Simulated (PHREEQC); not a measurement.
PHREEQC input (ion-association model, wateq4f.dat):

```
SOLUTION_MASTER_SPECIES
  An  An-  0  An  62.0  # stands for a non-complexing anion
SOLUTION_SPECIES
  An- = An-
    -log_k 0
    -gamma 3.0 0
PHASES
  Fix_H+
    H+ = H+
    -log_k 0
SOLUTION 1
  temp 25
  units mmol/kgw
  pH 7 charge
  Cl 0.054
  Ba 0.023
  Ca 0.004
  Na 5
  An 5
END
SELECTED_OUTPUT 1
  -reset false
  -pH true
  -pe true
  -ionic_strength true
  -water true
  -totals Ba Ca Cl Na
  -molalities Hfo_wOH Hfo_wOH2+ Hfo_wO- Hfo_sOH Hfo_sOH2+ Hfo_sO- Hfo_sOHCa+2 Hfo_wOCa+ Hfo_sOHBa+2 Hfo_wOBa+
  -saturation_indices Portlandite Halite
USER_PUNCH 1
  -headings sigma psi
  10 PUNCH EDL("sigma", "Hfo"), EDL("psi", "Hfo")
PRINT
  -reset false
USE solution 1
SURFACE 1
  Hfo_wOH 2.92135e-05 600 0.013
  Hfo_sOH 7.30337e-07
EQUILIBRIUM_PHASES 1
  Fix_H+ -4 HAn 10
    -force_equality true
  O2(g) -0.68 10
END
# ... the last block is repeated for the other 16 points of pH, with NaOH or the acid as the point needs
```

Selected output (columns that matter, 17 of 17 rows; pH added in front):

```
pH	mu	Ba	Ca	Na	m_Hfo_wOH	m_Hfo_wOH2+	m_Hfo_wO-	m_Hfo_sOH	m_Hfo_sOH2+	m_Hfo_sO-	si_Portlandite	si_Halite	sigma	psi
4	0.0051956	2.3e-05	4e-06	0.005	1.4163e-05	1.4738e-05	3.1181e-07	3.5408e-07	3.6846e-07	7.7952e-09	-20.329	-8.2177	0.18293	0.1936
4.5	0.0051202	2.3e-05	4e-06	0.005	1.7561e-05	1.1011e-05	6.4157e-07	4.3901e-07	2.7528e-07	1.6039e-08	-19.328	-8.2173	0.13149	0.17704
5	0.0050954	2.3e-05	4e-06	0.005	1.9873e-05	8.2424e-06	1.0977e-06	4.9683e-07	2.0606e-07	2.7442e-08	-18.328	-8.2171	0.090597	0.15808
5.5	0.0050868	2.3e-05	4e-06	0.005	2.1239e-05	6.3455e-06	1.6286e-06	5.3094e-07	1.5862e-07	4.0712e-08	-17.328	-8.2171	0.059813	0.13693
6	0.0050836	2.3e-05	4e-06	0.005	2.1937e-05	5.1264e-06	2.1504e-06	5.4811e-07	1.2809e-07	5.3731e-08	-16.328	-8.217	0.037746	0.11366
6.5	0.0050822	2.2997e-05	3.9998e-06	0.005	2.2247e-05	4.3744e-06	2.592e-06	5.5395e-07	1.0892e-07	6.454e-08	-15.328	-8.217	0.022671	0.088519
7	0.0050815	2.2979e-05	3.9987e-06	0.005	2.2373e-05	3.9007e-06	2.9397e-06	5.4211e-07	9.4515e-08	7.1231e-08	-14.328	-8.217	0.012734	0.06203
7.5	0.0050809	2.286e-05	3.9913e-06	0.0050001	2.2422e-05	3.4962e-06	3.2943e-06	4.4725e-07	6.9738e-08	6.571e-08	-13.328	-8.217	0.0062122	0.035321
8	0.0050815	2.255e-05	3.968e-06	0.0050019	2.2381e-05	3.0017e-06	3.8229e-06	1.9659e-07	2.6366e-08	3.358e-08	-12.331	-8.2169	0.0015739	0.0096136
8.5	0.0050838	2.234e-05	3.908e-06	0.0050051	2.2217e-05	2.635e-06	4.2916e-06	3.6563e-08	4.3363e-09	7.0626e-09	-11.338	-8.2166	-0.0027848	-0.016805
9	0.0050909	2.2194e-05	3.5422e-06	0.005014	2.1624e-05	2.2171e-06	4.8317e-06	5.2461e-09	5.3787e-10	1.1722e-09	-10.38	-8.2159	-0.0077723	-0.042642
9.5	0.0051126	2.1593e-05	2.2988e-06	0.0050415	1.9235e-05	1.358e-06	6.2415e-06	1.1654e-09	8.2279e-11	3.7817e-10	-9.5685	-8.2136	-0.012953	-0.062634
10	0.0051837	1.9769e-05	1.0359e-06	0.005122	1.4349e-05	5.3193e-07	8.867e-06	4.7116e-10	1.7466e-11	2.9116e-10	-8.9159	-8.2072	-0.017447	-0.075663
10.5	0.0054151	1.7008e-05	5.0368e-07	0.0053634	8.2811e-06	1.3045e-07	1.2043e-05	3.0753e-10	4.8444e-12	4.4722e-10	-8.2329	-8.1885	-0.020964	-0.083254
11	0.0061593	1.4896e-05	3.3279e-07	0.0061147	3.6678e-06	2.128e-08	1.4482e-05	2.6449e-10	1.5345e-12	1.0443e-09	-7.4244	-8.1357	-0.024269	-0.087171
11.5	0.0085607	1.3991e-05	2.8744e-07	0.0085193	1.3645e-06	2.6908e-09	1.5852e-05	2.5733e-10	5.0745e-13	2.9895e-09	-6.521	-8.0032	-0.029734	-0.089024
12	0.016479	1.4023e-05	3.0298e-07	0.016439	4.7394e-07	3.0655e-10	1.6786e-05	2.7084e-10	1.7518e-13	9.5923e-09	-5.5797	-7.7453	-0.042064	-0.089964
```
